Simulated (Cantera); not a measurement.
Stirred combustor or abatement burner

A perfectly stirred reactor is fed with 8.76 % CH3OH, 18.2 % O2, 52.9 % N2, 20.1 % CO2, at 500000 Pa; it is adiabatic with a 598 K inlet, and is followed from long to short residence time, starting on the burning branch (τ in s: 0.034, 0.017, 0.0087, 0.0044, 0.0022, 0.0011, 0.00058, 0.00029, 0.00015, 7.5e-05, 3.8e-05, 1.9e-05).

Model: GRI-Mech 3.0 (53 species, 325 reactions), integrated in Cantera. GRI-Mech 3.0 was tuned for natural gas; its chemistry of methanol as a main component is partial and can be far from experiment.

```json
[
 {"τ (s)": "0.034", "T (K)": "1939", "x CH3OH": "2.57e-6", "x O2": "0.0488", "x CO2": "0.276", "x NO": "3.69e-5", "x CH2O": "2.11e-6"},
 {"τ (s)": "0.017", "T (K)": "1935", "x CH3OH": "4.47e-6", "x O2": "0.0490", "x CO2": "0.275", "x NO": "2.61e-5", "x CH2O": "3.68e-6"},
 {"τ (s)": "0.0087", "T (K)": "1930", "x CH3OH": "7.42e-6", "x O2": "0.0493", "x CO2": "0.274", "x NO": "2.01e-5", "x CH2O": "6.15e-6"},
 {"τ (s)": "0.0044", "T (K)": "1921", "x CH3OH": "1.22e-5", "x O2": "0.0498", "x CO2": "0.273", "x NO": "1.63e-5", "x CH2O": "1.02e-5"},
 {"τ (s)": "0.0022", "T (K)": "1909", "x CH3OH": "2.01e-5", "x O2": "0.0505", "x CO2": "0.271", "x NO": "1.32e-5", "x CH2O": "1.69e-5"},
 {"τ (s)": "0.0011", "T (K)": "1891", "x CH3OH": "3.31e-5", "x O2": "0.0515", "x CO2": "0.269", "x NO": "1.05e-5", "x CH2O": "2.81e-5"},
 {"τ (s)": "0.00058", "T (K)": "1868", "x CH3OH": "5.31e-5", "x O2": "0.0529", "x CO2": "0.265", "x NO": "8.05e-6", "x CH2O": "4.53e-5"},
 {"τ (s)": "0.00029", "T (K)": "1835", "x CH3OH": "9.13e-5", "x O2": "0.0551", "x CO2": "0.260", "x NO": "5.68e-6", "x CH2O": "7.80e-5"},
 {"τ (s)": "0.00015", "T (K)": "1791", "x CH3OH": "0.000164", "x O2": "0.0582", "x CO2": "0.253", "x NO": "3.69e-6", "x CH2O": "0.000138"},
 {"τ (s)": "7.5e-5", "T (K)": "1708", "x CH3OH": "0.000411", "x O2": "0.0649", "x CO2": "0.240", "x NO": "1.44e-6", "x CH2O": "0.000333"},
 {"τ (s)": "3.8e-5", "T (K)": "598", "x CH3OH": "0.0876", "x O2": "0.182", "x CO2": "0.201", "x NO": "<1e-12", "x CH2O": "<1e-12"},
 {"τ (s)": "1.9e-5", "T (K)": "598", "x CH3OH": "0.0876", "x O2": "0.182", "x CO2": "0.201", "x NO": "<1e-12", "x CH2O": "<1e-12"}
]
```
x: mole fraction; the columns are a selection and need not sum to one.
